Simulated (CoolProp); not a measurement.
Properties of octamethyltrisiloxane (MDM) along the isotherm 575 K.

Values from CoolProp's reference Helmholtz-energy equation of state, Thol 2017.

| p (kPa) | phase | density (kg/m³) | cp (kJ/(kg K)) | speed of sound (m/s) | expansivity (1/kK) |
|---|---|---|---|---|---|
| 1800 | supercritical | 355.1 | 3.653 | 77.18 | 27.03 |
| 3590 | supercritical | 475.2 | 2.519 | 207.9 | 4.299 |
| 5390 | supercritical | 511.7 | 2.434 | 271.5 | 2.902 |
| 7190 | supercritical | 535.3 | 2.397 | 318.6 | 2.320 |
| 8980 | supercritical | 552.9 | 2.376 | 357.3 | 1.987 |
| 10800 | supercritical | 567.4 | 2.361 | 391.4 | 1.761 |
| 12600 | supercritical | 579.6 | 2.351 | 421.5 | 1.599 |
| 14400 | supercritical | 590.1 | 2.343 | 448.9 | 1.475 |
